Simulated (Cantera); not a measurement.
Charge: 1 mol SiC, 0.08 mol CO2, 80 mol H2, held at 1275 K and 480 Pa.

Cantera equilibrium calculation (NASA polynomials, part measured and part estimated; ideal gas, pure solids and liquids). Mutual solubility and eutectic melting of coexisting phases are not modelled. The tables hold silica as quartz up to 1696 K and as liquid above; real silica turns to tridymite and cristobalite and melts near 1996 K. Equilibrium is a limit: real reactors are often held back by kinetics, nucleation or transport.

| species | before | after |
|---|---|---|
| H2 | 0.998 | 0.999 |
| CH4 | 3.33e-6 | 0.000803 |
| CO | 0.00138 | 3.79e-6 |
| SiO | 0.000158 | <1e-9 |
| H | 1.06e-5 | 8.03e-9 |
| SiC(s), mol | 0.969 | 0.920 |
| SiO2(β-quartz), mol | 0.0183 | 0.0798 |
| C(graphite), mol | 0 | 0.0953 |
Gas species are given as mole fractions.

### Question
What was changed between the two runs?
(A) temperature from 1275 K to 2223.15 K
(B) temperature from 1275 K to 1400 K
(C) CO2 from 0.08 to 0.21 mol
(D) temperature from 1275 K to 950 K

### Answer
D, temperature from 1275 K to 950 K
